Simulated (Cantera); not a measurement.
Cantera run:

```python
import numpy as np
import cantera as ct

gas_names = [...]  # 109 gases of nasa_gas.yaml made of C, Cl, H, Si
cond_names = """
    C(gr) C6H6(L) C7H8(L) C8H18(L),n-octa Si(cr) Si(L) SiC(b)
""".split()


# ... load() reads the species with a 1 bar reference pressure and builds the phases ...
atoms = {
    'SiHCl3': {'Si': 1, 'H': 1, 'CL': 3},
    'CH4': {'C': 1, 'H': 4},
    'H2': {'H': 2},
}
top_T = {'C(gr)': 4500, 'SiC(b)': 3050}  # K; cautious upper limits of use, not melting points


# ... equilibrate(T, P, feed) seeds the gas with the atoms and calls Mixture.equilibrate('TP', solver="vcs", rtol=1e-11, max_steps=5000) ...
results = []
feed = {'SiHCl3': 1, 'CH4': 0.014, 'H2': 21}  # mol
T = 2373.15  # K
for P in [100, 320, 1000, 3200, 10000, 32000, 100000]:
    mix = equilibrate(T, P, feed)
    results.append((T, P, feed, dict(zip(mix.species_names, mix.species_moles))))

top = {s: max(r[3][s] / sum(r[3][g] for g in gas_names) for r in results) for s in gas_names}
cols = sorted((s for s in top if top[s] > 1e-05), key=lambda s: -top[s])[:7]
seen = [c for c in cond_names if any(r[3].get(c, 0) > 1e-12 for r in results)]
print("log10 of partial pressures in bar; condensed amounts in mol")
print(f"{'P/Pa':>10s}" + "".join(f"{s[:9]:>10s}" for s in cols + seen))
for T, P, feed, n in results:
    ng = sum(n[g] for g in gas_names)
    print(f"{P:10.4g}" + "".join(f"{np.log10(max(n[s] / ng * P / 1e5, 1e-99)):10.3f}" for s in cols)
          + "".join(f"{n.get(c, 0):10.4g}" for c in seen))
```

Output:

```
log10 of partial pressures in bar; condensed amounts in mol
      P/Pa        H2         H       HCL        Si        CL     SiCL2      SiCL     Si(L)    SiC(b)
       100    -3.268    -3.489    -4.149    -4.484    -4.515    -6.541    -6.185         0         0
       320    -2.678    -3.194    -3.548    -3.969    -4.209    -5.414    -5.365         0         0
      1000    -2.134    -2.922    -3.016    -3.506    -3.949    -4.430    -4.641         0         0
      3200    -1.597    -2.653    -2.517    -3.088    -3.719    -3.553    -3.993         0         0
     1e+04    -1.081    -2.395    -2.057    -2.758    -3.517    -2.818    -3.461   0.02919         0
   3.2e+04    -0.561    -2.135    -1.533    -2.758    -3.252    -2.289    -3.197    0.3858         0
     1e+05    -0.060    -1.884    -1.029    -2.758    -3.000    -1.783    -2.944    0.5099  0.001048
```

Method: chemical equilibrium by Gibbs-energy minimisation in Cantera with the NASA 1993 tables (ideal gas, pure condensed phases). Mutual solubility and eutectic melting of coexisting phases are not modelled. The tables' values for SiCl, SiCl3 are old estimates; treat these amounts as uncertain. Gases not in the tables: Si2H6 and higher silanes.
